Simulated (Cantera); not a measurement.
## NO annealing gas

A perfectly stirred reactor is fed with NO : N2 = 1 : 3.3 (molar parts), at 760 Torr; it is held at 1725 K, and followed from long to short residence time.

Computed with Cantera and GRI-Mech 3.0 (53 species, 325 reactions).

```csv
τ (s),x NO,x N2,x O2,x N2O,x NO2,x O
1.5,0.215,0.776,0.00859,1.85e-5,0.000143,6.11e-6
0.76,0.223,0.772,0.00458,1.99e-5,0.000117,4.89e-6
0.39,0.228,0.770,0.00240,2.07e-5,9.87e-5,4.07e-6
0.20,0.230,0.769,0.00122,2.09e-5,8.58e-5,3.53e-6
0.10,0.231,0.768,0.000594,2.08e-5,7.68e-5,3.17e-6
0.052,0.232,0.768,0.000289,2.03e-5,7.03e-5,2.91e-6
0.026,0.232,0.768,0.000125,1.92e-5,6.31e-5,2.64e-6
0.013,0.232,0.768,4.74e-5,1.72e-5,5.32e-5,2.28e-6
0.0069,0.232,0.767,1.57e-5,1.45e-5,4.07e-5,1.81e-6
0.0035,0.232,0.767,3.52e-6,1.10e-5,2.54e-5,1.22e-6
0.0018,0.233,0.767,6.33e-7,7.46e-6,1.34e-5,7.44e-7
```
x: mole fraction; the columns are a selection and need not sum to one.
